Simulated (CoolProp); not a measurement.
The numbers come from the reference Helmholtz-energy equation of state, Lemmon 2006 in CoolProp. It is a short technical equation, of lower accuracy than the large ones.

Problem. Give the vapour pressure (MPa), vapour density (kg/m³), enthalpy of vaporisation (kJ/kg) of saturated isohexane at 296.6, 474 K.

Solution. 
| T (K) | p (MPa) | vapour density (kg/m³) | enthalpy of vaporisation (kJ/kg) |
|---|---|---|---|
| 296.6 | 0.0265 | 0.943 | 348 |
| 474 | 2.13 | 83.4 | 149 |
